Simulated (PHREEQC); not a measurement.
Consider water at 20 °C with 0.0024 mol/kgw HNO3, 0.00017 mol/kgw CuSO4 and 0.0053 mol/kgw MgCl2. Closed to the air; pH follows from the charge balance.

Model: ion-association model, phreeqc.dat, run in PHREEQC.

No solid was allowed to form.

Question: Order these S species by the share of S that they hold, largest first: HSO4-, MgSO4, SO4-2, CuSO4.

Answer: SO4-2 (66 %), MgSO4 (25 %), HSO4- (8.3 %), CuSO4 (0.77 %)

The pH is 2.67 and the ionic strength 0.0188 mol/kgw.
